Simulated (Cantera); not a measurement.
What does this Cantera script print?

```python
import numpy as np
import cantera as ct

gas_names = [...]  # 123 gases of nasa_gas.yaml made of C, H, O, Si
cond_names = """
    C(gr) C6H6(L) C7H8(L) C8H18(L),n-octa H2O(s) H2O(L) Si(cr) Si(L) SiC(b) SiO2(Lqz) SiO2(hqz) SiO2(L)
""".split()


# ... load() reads the species with a 1 bar reference pressure and builds the phases ...
atoms = {
    'SiC': {'Si': 1, 'C': 1},
    'CO2': {'C': 1, 'O': 2},
    'H2': {'H': 2},
}
top_T = {'C(gr)': 4500, 'SiC(b)': 3050}  # K; cautious upper limits of use, not melting points


# ... equilibrate(T, P, feed) seeds the gas with the atoms and calls Mixture.equilibrate('TP', solver="vcs", rtol=1e-11, max_steps=5000) ...
results = []
feed = {'SiC': 1, 'CO2': 0.12, 'H2': 11}  # mol
T = 2048  # K
P = 500  # Pa
mix = equilibrate(T, P, feed)
results.append((T, P, feed, dict(zip(mix.species_names, mix.species_moles))))
x = sorted(zip(gas.X, gas.species_names), reverse=True)
print(f"T = {T:g} K  P = {P:g} Pa  gas = {mix.phase_moles(0):.4g} mol")
print("   x: " + "  ".join(f"{s} {v:.3e}" for v, s in x if v > 0.0001))
print("   condensed (mol): " + ("  ".join(f"{mix.phase(i).name} {mix.phase_moles(i):.4g}"
      for i in range(1, mix.n_phases) if mix.phase_moles(i) > 1e-12) or "none"))
```

Result:

```
T = 2048 K  P = 500 Pa  gas = 11.47 mol
   x: H2 9.438e-01  H 3.077e-02  CO 1.783e-02  Si 4.033e-03  SiO 3.100e-03  SiH 1.684e-04  Si2C 1.347e-04
   condensed (mol): SiC(b) 0.9123
```

Equilibrium computed with Cantera from the NASA thermochemical tables; the gas is ideal and each condensed phase is pure. Gases not in the tables: Si2H6 and higher silanes.
